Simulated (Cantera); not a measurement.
Feed: 1 mol MgO, 1.9 mol NF₃, 30 mol H₂, held at 1198.15 K and 13.3 mbar.

These are equilibrium values from Cantera (NASA tables, ideal gas, pure condensed phases), not measurements of a reactor. Candidate condensed phases: H₂O, Mg, MgF₂, MgO, Mg(OH)₂; 50 gas species. Rates play no part.

Base state: H₂ 0.828, HF 0.113, H₂O 0.0305, N₂ 0.0290 (mole fractions); condensed: MgF₂(s).

What changes in the equilibrium state with this change: temperature from 1198.15 K to 1523 K?


```
species        before     after
------------  -------  --------
H₂              0.828     0.803
HF              0.113     0.159
N₂             0.0290    0.0281
H₂O            0.0305   0.00491
MgF₂          2.13e-6   0.00485
MgF             <1e-9   3.86e-5
Mg              <1e-9   2.21e-5
H             1.50e-6  0.000179
MgF₂(s), mol    1.000         0
MgO(s), mol         0     0.834
```
